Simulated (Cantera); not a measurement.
Ignition delay

Mixture: 10.9 % CH₄, 7.73 % H₂, 17.1 % O₂, 64.3 % N₂, at 1.00 atm, adiabatic and at constant volume. Ignition delay is the time to a rise of 400 K.

Cantera simulation using GRI-Mech 3.0 (53 species, 325 reactions); the numbers are that mechanism's predictions, not measurements.

```csv
T0 (K),delay (ms)
1150,2.61
1225,1.35
1300,0.738
1375,0.423
1450,0.256
```

```json
{
 "apparent activation energy between 1300 and 1450 K": "110 kJ/mol"
}
```
